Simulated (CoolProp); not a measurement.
Properties of carbonyl sulfide along the isobar 0.101 MPa (Tc = 105.6 °C, pc = 6.369 MPa, ω = 0.098).

Values from CoolProp's reference Helmholtz-energy equation of state, Lemmon 2006. It is a short technical equation, of lower accuracy than the large ones.

```json
[
 {"T (°C)": "18.25", "phase": "gas", "Z": "0.9881", "cp (kJ/(kg K))": "0.6961", "Joule-Thomson coefficient (K/MPa)": "…"},
 {"T (°C)": "39.65", "phase": "gas", "Z": "0.9904", "cp (kJ/(kg K))": "…", "Joule-Thomson coefficient (K/MPa)": "17.82"},
 {"T (°C)": "61.05", "phase": "gas", "Z": "0.9922", "cp (kJ/(kg K))": "0.7264", "Joule-Thomson coefficient (K/MPa)": "15.15"},
 {"T (°C)": "82.45", "phase": "gas", "Z": "0.9935", "cp (kJ/(kg K))": "…", "Joule-Thomson coefficient (K/MPa)": "13.08"},
 {"T (°C)": "103.85", "phase": "gas", "Z": "0.9946", "cp (kJ/(kg K))": "0.7537", "Joule-Thomson coefficient (K/MPa)": "11.43"},
 {"T (°C)": "125.25", "phase": "gas", "Z": "0.9955", "cp (kJ/(kg K))": "0.7661", "Joule-Thomson coefficient (K/MPa)": "10.09"},
 {"T (°C)": "146.65", "phase": "gas", "Z": "0.9961", "cp (kJ/(kg K))": "0.7778", "Joule-Thomson coefficient (K/MPa)": "8.996"},
 {"T (°C)": "168.05", "phase": "gas", "Z": "0.9967", "cp (kJ/(kg K))": "0.7887", "Joule-Thomson coefficient (K/MPa)": "8.078"},
 {"T (°C)": "189.45", "phase": "gas", "Z": "0.9972", "cp (kJ/(kg K))": "0.7991", "Joule-Thomson coefficient (K/MPa)": "7.302"},
 {"T (°C)": "210.85", "phase": "gas", "Z": "0.9976", "cp (kJ/(kg K))": "0.8088", "Joule-Thomson coefficient (K/MPa)": "6.637"},
 {"T (°C)": "232.25", "phase": "gas", "Z": "0.9979", "cp (kJ/(kg K))": "0.8181", "Joule-Thomson coefficient (K/MPa)": "…"},
 {"T (°C)": "253.65", "phase": "gas", "Z": "0.9982", "cp (kJ/(kg K))": "…", "Joule-Thomson coefficient (K/MPa)": "…"},
 {"T (°C)": "275.05", "phase": "gas", "Z": "0.9984", "cp (kJ/(kg K))": "…", "Joule-Thomson coefficient (K/MPa)": "…"}
]
```

Q: Fill in the missing entries.

A: 
- 18.25, Joule-Thomson coefficient (K/MPa): 21.34
- 39.65, cp (kJ/(kg K)): 0.7116
- 82.45, cp (kJ/(kg K)): 0.7405
- 232.25, Joule-Thomson coefficient (K/MPa): 6.063
- 253.65, cp (kJ/(kg K)): 0.8269
- 253.65, Joule-Thomson coefficient (K/MPa): 5.562
- 275.05, cp (kJ/(kg K)): 0.8352
- 275.05, Joule-Thomson coefficient (K/MPa): 5.121
